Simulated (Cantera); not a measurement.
## Silicon carbide growth: SiH₄ + C₂H₂ + H₂

Feed: 1 mol SiH₄, 0.72 mol C₂H₂, 2.7 mol H₂, at 0.00240 bar.

Equilibrium computed with Cantera from the NASA thermochemical tables; the gas is ideal and each condensed phase is pure. Candidate condensed phases: C, C₆H₆, C₇H₈, C₈H₁₈, Si, SiC; 87 gas species. Gases not in the tables: Si₂H₆ and higher silanes. Rates play no part.

From 1477 °C to 2077 °C the condensed part is C(graphite) + SiC(s). At 2127 °C the condensed part is C(graphite). The main Si-bearing gas is Si throughout.

```json
[
 {"T (°C)": "1477", "x H₂": "0.995", "x H": "0.00474", "x Si": "1.19e-5", "x SiC₂": "1.29e-7", "x Si₂C": "9.61e-8", "x C₂H₂ (acetylene)": "0.000114", "x SiH": "7.70e-7", "n C(graphite)": "0.439", "n SiC(s)": "1.000"},
 {"T (°C)": "1527", "x H₂": "0.993", "x H": "0.00728", "x Si": "3.19e-5", "x SiC₂": "4.65e-7", "x Si₂C": "3.39e-7", "x C₂H₂ (acetylene)": "0.000174", "x SiH": "1.77e-6", "n C(graphite)": "0.438", "n SiC(s)": "1.000"},
 {"T (°C)": "1577", "x H₂": "0.989", "x H": "0.0109", "x Si": "8.08e-5", "x SiC₂": "1.56e-6", "x Si₂C": "1.11e-6", "x C₂H₂ (acetylene)": "0.000259", "x SiH": "3.90e-6", "n C(graphite)": "0.438", "n SiC(s)": "1.000"},
 {"T (°C)": "1627", "x H₂": "0.983", "x H": "0.0161", "x Si": "0.000195", "x SiC₂": "4.94e-6", "x Si₂C": "3.42e-6", "x C₂H₂ (acetylene)": "0.000375", "x SiH": "8.23e-6", "n C(graphite)": "0.437", "n SiC(s)": "0.999"},
 {"T (°C)": "1677", "x H₂": "0.976", "x H": "0.0231", "x Si": "0.000450", "x SiC₂": "1.47e-5", "x Si₂C": "9.93e-6", "x C₂H₂ (acetylene)": "0.000533", "x SiH": "1.67e-5", "n C(graphite)": "0.437", "n SiC(s)": "0.997"},
 {"T (°C)": "1727", "x H₂": "0.966", "x H": "0.0326", "x Si": "0.000995", "x SiC₂": "4.12e-5", "x Si₂C": "2.73e-5", "x C₂H₂ (acetylene)": "0.000742", "x SiH": "3.25e-5", "n C(graphite)": "0.437", "n SiC(s)": "0.994"},
 {"T (°C)": "1777", "x H₂": "0.951", "x H": "0.0452", "x Si": "0.00211", "x SiC₂": "0.000110", "x Si₂C": "7.12e-5", "x C₂H₂ (acetylene)": "0.00101", "x SiH": "6.11e-5", "n C(graphite)": "0.441", "n SiC(s)": "0.986"},
 {"T (°C)": "1827", "x H₂": "0.932", "x H": "0.0614", "x Si": "0.00433", "x SiC₂": "0.000279", "x Si₂C": "0.000177", "x C₂H₂ (acetylene)": "0.00135", "x SiH": "0.000111", "n C(graphite)": "0.449", "n SiC(s)": "0.971"},
 {"T (°C)": "1877", "x H₂": "0.906", "x H": "0.0820", "x Si": "0.00859", "x SiC₂": "0.000679", "x Si₂C": "0.000423", "x C₂H₂ (acetylene)": "0.00176", "x SiH": "0.000196", "n C(graphite)": "0.469", "n SiC(s)": "0.941"},
 {"T (°C)": "1927", "x H₂": "0.871", "x H": "0.107", "x Si": "0.0165", "x SiC₂": "0.00158", "x Si₂C": "0.000967", "x C₂H₂ (acetylene)": "0.00223", "x SiH": "0.000334", "n C(graphite)": "0.509", "n SiC(s)": "0.881"},
 {"T (°C)": "1977", "x H₂": "0.823", "x H": "0.137", "x Si": "0.0307", "x SiC₂": "0.00356", "x Si₂C": "0.00213", "x C₂H₂ (acetylene)": "0.00275", "x SiH": "0.000550", "n C(graphite)": "0.588", "n SiC(s)": "0.762"},
 {"T (°C)": "2027", "x H₂": "0.756", "x H": "0.172", "x Si": "0.0557", "x SiC₂": "0.00770", "x Si₂C": "0.00453", "x C₂H₂ (acetylene)": "0.00327", "x SiH": "0.000872", "n C(graphite)": "0.742", "n SiC(s)": "0.527"},
 {"T (°C)": "2077", "x H₂": "0.663", "x H": "0.207", "x Si": "0.0986", "x SiC₂": "0.0161", "x Si₂C": "0.00932", "x C₂H₂ (acetylene)": "0.00366", "x SiH": "0.00132", "n C(graphite)": "1.05", "n SiC(s)": "0.0484"},
 {"T (°C)": "2127", "x H₂": "0.611", "x H": "0.254", "x Si": "0.102", "x SiC₂": "0.0196", "x Si₂C": "0.00672", "x C₂H₂ (acetylene)": "0.00426", "x SiH": "0.00121", "n C(graphite)": "1.04", "n SiC(s)": "0"}
]
```
x: gas mole fraction; n: condensed amount in mol.
